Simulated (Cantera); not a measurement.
Mixture: 15.2 % CH₄, 17.9 % O₂, 67.0 % N₂, at 0.987 atm, adiabatic and at constant volume. Ignition delay is the time to a rise of 400 K.

Computed with Cantera and GRI-Mech 3.0 (53 species, 325 reactions).

### Question
Predict: delay at 1200 K; delay at 1350 K; delay at 1500 K; delay at 1650 K; apparent activation energy between 1575 and 1725 K.

### Answer
- delay at 1200 K: 57.4 ms
- delay at 1350 K: 7.69 ms
- delay at 1500 K: 1.36 ms
- delay at 1650 K: 0.332 ms
- apparent activation energy between 1575 and 1725 K: 190 kJ/mol
